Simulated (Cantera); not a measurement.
# Equilibrium for calcination and drying: Ca(OH)₂ + H₂ + H₂O

Charge: 1 mol Ca(OH)₂, 0.21 mol H₂, 3 mol H₂O, at 350 °C and 0.170 bar.

Equilibrium computed with Cantera from the NASA thermochemical tables; the gas is ideal and each condensed phase is pure. Candidate condensed phases: Ca, CaO, Ca(OH)₂, H₂O; 14 gas species. The numbers say what is thermodynamically allowed, not how fast it happens.

| Quantity | Result |
|---|---|
| x(H₂O) | 0.935 |
| x(H₂) | 0.0654 |
| n(Ca(OH)₂(s)) | 1.00 mol |
| gas amount | 3.210 mol |
| log10 activity of Ca(s) (absent) | -32.05 |
